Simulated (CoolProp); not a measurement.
Aqueous propylene glycol as a coolant, 13 % by mass, freezing at -4.0 °C, 1 atm.

Values from CoolProp's Melinder's fits for secondary coolants.

```tsv
T (°C)	conductivity (W/(m K))	cp (kJ/(kg K))	density (kg/m³)	viscosity (mPa s)
0.2	0.502	4.021	1012	3.10
4.8	0.508	4.027	1012	2.61
9.4	0.514	4.033	1011	2.22
14	0.520	4.039	1010	1.90
18.6	0.526	4.045	1009	1.65
23.1	0.532	4.052	1008	1.45
27.7	0.537	4.059	1006	1.28
32.3	0.543	4.066	1005	1.14
```
